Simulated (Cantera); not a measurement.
Feed: 1 mol MgO, 49 mol HF, 11 mol O2, held at 1450 °C and 0.310 bar.

Equilibrium computed with Cantera from the NASA thermochemical tables; the gas is ideal and each condensed phase is pure. Candidate condensed phases: H2O, Mg, MgF2, MgO, Mg(OH)2; 31 gas species. Kinetics and transport are ignored.

Base state: HF 0.793, O2 0.185, H2O 0.0168, MgF2 0.00489, OH 0.000226, O 4.40e-5, F 2.17e-5 (mole fractions); condensed: MgF2(l).

Problem. What changes in the equilibrium state with this change: temperature from 1450 °C to 1075 °C?

Solution. 
```
species         before    after
------------  --------  -------
HF               0.793    0.797
O2               0.185    0.186
H2O             0.0168   0.0169
MgF2           0.00489  6.13e-6
O              4.40e-5  3.16e-7
F              2.17e-5  2.28e-7
OH            0.000226  9.61e-6
MgF2(l), mol     0.710        0
MgF2(s), mol         0    1.000
```

Problem. What changes in the equilibrium state with this change: pressure from 0.310 bar to 0.150 bar?

Solution. 
```
species         before     after
------------  --------  --------
HF               0.793     0.788
O2               0.185     0.184
H2O             0.0168    0.0167
MgF2           0.00489    0.0101
O              4.40e-5   6.31e-5
F              2.17e-5   2.59e-5
OH            0.000226  0.000269
MgF2(l), mol     0.710     0.397
```
